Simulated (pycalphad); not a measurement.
Computed with pycalphad from the COST 507 light-alloy database (1999), at 1 atm. The data set is of 1999 and partly superseded. Phase fractions are per mole of atoms.

Task: Give the equilibrium state of Ti-0.29B (at.%) at 1050 K.

Result: 
```
T = 1050.00 K, P = 101325 Pa, N = 1 mol of atoms
G = -48486 J/mol, H = 21831 J/mol, S = 66.97 J/(mol K)  (SER reference)
chemical potentials (J/mol): Ti -48107, B -178907
phase             fraction      x(Ti)       x(B)
HCP_A3              0.9968     0.9987     0.0013
BM                  0.0032     0.5000     0.5000
```

Task: Give the equilibrium state of Ti-0.29B (at.%) at 1700 K.

Result: bcc, fraction 0.998, with 0.21 B at.%; BM, fraction 0.002, with 50.0 B at.%.

Database names, with the compositions (at.%) that they take in these runs: BM: Ti 50 B 50. HCP_A3 is hcp.
